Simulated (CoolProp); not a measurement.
Carbon monoxide at 272.8 K and 6.48 MPa is throttled through a valve to 3.44 MPa with no heat exchange. Each further row changes one setting.

Values from CoolProp's reference Helmholtz-energy equation of state, Lemmon 2006. It is a short technical equation, of lower accuracy than the large ones.

| case | temperature change (K) | final phase | final density (kg/m³) |
|---|---|---|---|
| as stated | -7.7 | gas | 44.7 |
| outlet pressure 1.03 MPa | -15.0 | gas | 13.6 |
| outlet pressure 4.47 MPa | -4.9 | supercritical | 57.7 |
